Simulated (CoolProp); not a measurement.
Vapour-liquid equilibrium of cis-2-butene (1) + ethanol (2) at 372.1 K; x and y are mole fractions of (1).

Model: multi-fluid Helmholtz-energy mixture model, Lemmon 2005 and Schroeder 2014; pair parameters Bell 2016, in CoolProp.

| x | bubble pressure (bar) | y at the bubble point | dew pressure at overall composition x (bar) | liquid density (mol/L) |
|---|---|---|---|---|
| 0.05 | 4.086 | 0.475 | 2.276 | 15.10 |
| 0.2 | 8.596 | 0.764 | 2.702 | 13.88 |
| 0.35 | 10.86 | 0.823 | 3.318 | 12.74 |
| 0.5 | 11.74 | 0.843 | 4.284 | 11.69 |
| 0.65 | 12.29 | 0.860 | 6.016 | 10.74 |
| 0.8 | 12.96 | 0.892 | 9.903 | 9.937 |
| 0.95 | 13.71 | 0.962 | 13.62 | 9.298 |

No azeotrope shows between x = 0.05 and 0.95.

Pair parameters are fitted to limited data, so mixtures are less certain than the pure fluids. With so large a gap from Raoult's law the liquid may split in two, which this calculation doesn't test in full.
